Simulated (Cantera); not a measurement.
Feed: 1 mol Fe2O3, 3 mol SO2, 0.14 mol H2O, at 1 atm.

Cantera equilibrium calculation (NASA polynomials, part measured and part estimated; ideal gas, pure solids and liquids). Candidate condensed phases: Fe, FeO, Fe(OH)2, Fe(OH)3, FeS, FeSO4, FeS2, Fe2O3, Fe2(SO4)3, Fe3O4, H2O, H2SO4, S; 22 gas species. Mutual solubility and eutectic melting of coexisting phases are not modelled. Kinetics and transport are ignored.

Q: Which condensed phases are stable at each of these points (T (K)): 725, 875, 1025, 1175, 1325, 1475, 1625, 1775?

A: 
```csv
T (K),condensed phases,Fe condensed (%)
725,Fe2O3(s),100.0
875,Fe2O3(s),100.0
1025,Fe2O3(s) + Fe3O4(s),100.0
1175,Fe2O3(s) + Fe3O4(s),100.0
1325,Fe2O3(s) + Fe3O4(s),100.0
1475,Fe2O3(s) + Fe3O4(s),100.0
1625,Fe3O4(s),100.0
1775,Fe3O4(s),100.0
```

From 725 K to 875 K the condensed part is Fe2O3(s). From 1025 K to 1475 K the condensed part is Fe2O3(s) + Fe3O4(s). From 1625 K to 1775 K the condensed part is Fe3O4(s).
